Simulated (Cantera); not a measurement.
An adiabatic, constant-pressure homogeneous reactor starts with CH₄ : CO : O₂ : N₂ : H₂O = 1 : 0.089 : 2.88 : 10.8 : 0.64 (molar parts), equivalence ratio 0.71, at 1473 K and 1.00 bar. Integrator tolerance rtol = 1e-08.

Computed with Cantera and GRI-Mech 3.0 (53 species, 325 reactions).

| quantity | before | after |
|---|---|---|
| time of steepest temperature rise | 1.48 ms | 1.30 ms |
| temperature at 0.800 s | 2554 K | 2386 K |
| equilibrium temperature | 2554 K | 2386 K |
| x(CH₄) at 0.800 s | <1e-12 (gas-phase equilibrium <1e-12) | <1e-12 (gas-phase equilibrium <1e-12) |
| x(CO) at 0.800 s | 0.0124 (gas-phase equilibrium 0.0124) | 0.00342 (gas-phase equilibrium 0.00342) |
| x(O₂) at 0.800 s | 0.0512 (gas-phase equilibrium 0.0512) | 0.0841 (gas-phase equilibrium 0.0841) |
| x(H₂O) at 0.800 s | 0.155 (gas-phase equilibrium 0.155) | 0.132 (gas-phase equilibrium 0.132) |
| x(H) at 0.800 s | 0.00233 (gas-phase equilibrium 0.00233) | 0.000584 (gas-phase equilibrium 0.000584) |

What was changed between the two runs?
A. CH4 1 to 0.42 parts
B. initial temperature 1473 to 1550 K
C. N2 10.8 to 30 parts
D. CH4 1 to 0.73 parts

D, CH4 1 to 0.73 parts
